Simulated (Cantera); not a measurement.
A closed system holds: 1 mol MgO, 85 mol HCl, 2.3 mol O2, equilibrated at 1373 K and 100 Torr.

These are equilibrium values from Cantera (NASA tables, ideal gas, pure condensed phases), not measurements of a reactor. Candidate condensed phases: H2O, Mg, MgCl2, MgO, Mg(OH)2; 22 gas species. Equilibrium is a limit: real reactors are often held back by kinetics, nucleation or transport.

Base state: HCl 0.893, H2O 0.0464, Cl2 0.0294, MgCl2 0.0116, Cl 0.0108, O2 0.00927, OH 1.21e-5, ClO 1.11e-5 (mole fractions); condensed: gas only.

Problem. What changes in the equilibrium state with this change: MgO replaced by SiO2?

Solution. 
```
species               before    after
-------------------  -------  -------
HCl                    0.893    0.910
H2O                   0.0464   0.0385
Cl2                   0.0294   0.0328
MgCl2                 0.0116        0
Cl                    0.0108   0.0114
O2                   0.00927  0.00742
OH                   1.21e-5  1.04e-5
ClO                  1.11e-5  1.05e-5
SiO2(β-quartz), mol        0    1.000
```
The tables hold silica as quartz up to 1696 K and as liquid above; real silica turns to tridymite and cristobalite and melts near 1996 K. Further candidate phases: Si, SiO2.

Problem. What changes in the equilibrium state with this change: pressure from 100 Torr to 428 Torr?

Solution. 
```tsv
species	before	after
HCl	0.893	0.883
H2O	0.0464	0.0541
Cl2	0.0294	0.0395
Cl	0.0108	0.00605
MgCl2	0.0116	0.0117
O2	0.00927	0.00557
HOCl	8.80e-6	1.40e-5
OH	1.21e-5	7.99e-6
ClO	1.11e-5	9.99e-6
```
